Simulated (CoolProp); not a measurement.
Vapour-liquid equilibrium of R152A (1) + isobutane (2) at -49.55 °C; x and y are mole fractions of (1).

Computed with CoolProp (multi-fluid Helmholtz-energy mixture model, Outcalt 1996 and Bücker 2006; pair parameters Bell 2016).

| x | bubble pressure, mixture model (MPa) | bubble pressure, Raoult's law (MPa) | y, mixture model | y, Raoult's law |
|---|---|---|---|---|
| 0.05 | 0.02271 | 0.01777 | 0.274 | 0.079 |
| 0.125 | 0.02847 | 0.01859 | 0.455 | 0.189 |
| 0.2 | 0.03207 | 0.01941 | 0.541 | 0.290 |
| 0.275 | 0.03420 | 0.02023 | 0.588 | 0.383 |
| 0.35 | 0.03539 | 0.02105 | 0.615 | 0.468 |
| 0.425 | 0.03600 | 0.02186 | 0.632 | 0.547 |
| 0.5 | 0.03628 | 0.02268 | 0.642 | 0.620 |
| 0.575 | 0.03640 | 0.02350 | 0.649 | 0.688 |
| 0.65 | 0.03644 | 0.02432 | 0.655 | 0.752 |
| 0.725 | 0.03639 | 0.02514 | 0.666 | 0.812 |
| 0.8 | 0.03606 | 0.02596 | 0.688 | 0.867 |
| 0.875 | 0.03500 | 0.02677 | 0.733 | 0.920 |
| 0.95 | 0.03214 | 0.02759 | 0.839 | 0.969 |

The largest gap from Raoult's law is +69.1 % in bubble pressure, at x = 0.275. y crosses x between x = 0.65 and 0.725: the model has an azeotrope there.

Pair parameters are fitted to limited data, so mixtures are less certain than the pure fluids. With so large a gap from Raoult's law the liquid may split in two, which this calculation doesn't test in full.
